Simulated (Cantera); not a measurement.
Input: 1 mol SiH₂Cl₂, 0.18 mol NH₃, 26 mol H₂, 7.2 mol N₂, held at 2048 K and 285 Torr.

Method: chemical equilibrium by Gibbs-energy minimisation in Cantera with the NASA 1993 tables (ideal gas, pure condensed phases). Candidate condensed phases: NH₄Cl, Si, Si₃N₄; 28 gas species. The tables' values for SiCl, SiCl₃, SiN are old estimates; treat these amounts as uncertain. Gases not in the tables: Si₂H₆ and higher silanes. Equilibrium is a limit: real reactors are often held back by kinetics, nucleation or transport.

What is the equilibrium state?


```
Quantity        Value
----------  ---------
x(H₂)           0.742
x(N₂)           0.205
x(HCl)         0.0439
x(SiCl₂)      0.00590
x(H)          0.00313
x(Si)        0.000199
x(SiCl)      0.000148
x(Cl)        0.000137
x(SiH₂)      0.000103
n(Si(l))    0.768 mol
gas amount  35.63 mol
```
